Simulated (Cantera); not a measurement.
Charge: 1 mol Si3N4, 0.0059 mol O2, 39 mol H2, at 1075 K.

Method: chemical equilibrium by Gibbs-energy minimisation in Cantera with the NASA 1993 tables (ideal gas, pure condensed phases). Candidate condensed phases: H2O, Si, SiO2, Si2N2O, Si3N4; 35 gas species. Mutual solubility and eutectic melting of coexisting phases are not modelled. Kinetics and transport are ignored.

x: gas mole fraction; n: condensed amount in mol.

```tsv
P (Pa)	x H2	x N2	x NH3	x H	x SiO	n Si(s)	n Si2N2O(s)	n Si3N4(s)
0.100	1.000	0.000373	7.07e-12	1.47e-5	(withheld)	0.0159	0.0118	0.987
0.600	1.000	0.000101	2.20e-11	5.99e-6	(withheld)	0	0.0118	0.992
3.60	1.000	0.000101	1.32e-10	2.45e-6	(withheld)	0	0.0118	0.992
22	1.000	0.000101	8.08e-10	9.89e-7	(withheld)	0	0.0118	0.992
130	1.000	0.000101	4.78e-9	4.07e-7	(withheld)	0	0.0118	0.992
770	1.000	0.000101	2.83e-8	1.67e-7	(withheld)	0	0.0118	0.992
4600	1.000	0.000101	1.69e-7	6.84e-8	<1e-12	0	0.0118	0.992
28000	1.000	0.000100	1.03e-6	2.77e-8	<1e-12	0	0.0118	0.992
170000	1.000	9.78e-5	6.15e-6	1.13e-8	<1e-12	0	0.0118	0.992
1000000	1.000	8.41e-5	3.35e-5	4.64e-9	<1e-12	0	0.0118	0.992
```

Problem. Fill in the missing entries.

Solution. 
- 0.100, x SiO: 4.24e-7
- 0.600, x SiO: 6.02e-8
- 3.60, x SiO: 5.52e-9
- 22, x SiO: 4.94e-10
- 130, x SiO: 4.62e-11
- 770, x SiO: 4.31e-12
